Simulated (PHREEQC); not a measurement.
Dissolve 0.016 mol/kgw Na2HAsO4 and 0.24 mol/kgw NH3 at 60 °C. Closed to the air; pH follows from the charge balance.

Model: ion-association model, wateq4f.dat, run in PHREEQC.

Each row changes one thing in this solution. No solid was allowed to form.

| case | pH | ionic strength (mol/kgw) |
|---|---|---|
| as made | 10.13 | 0.0575 |
| Na2HAsO4 from 0.016 to 0.008 mol/kgw | 10.23 | 0.0298 |
| temperature from 60 to 50 °C | 10.34 | 0.0592 |
| NH3 left out | 8.75 | 0.0481 |
| 0.1 mol/kgw NaCl added | 10.09 | 0.160 |
| Na2HAsO4 left out | 10.35 | 0.00218 |
| diluted 10-fold with water | 9.82 | 0.00569 |
| Na2HAsO4 from 0.016 to 0.0032 mol/kgw | 10.30 | 0.0132 |

Species that the database lacks are ignored. Constants without temperature data keep their 25 °C values here.
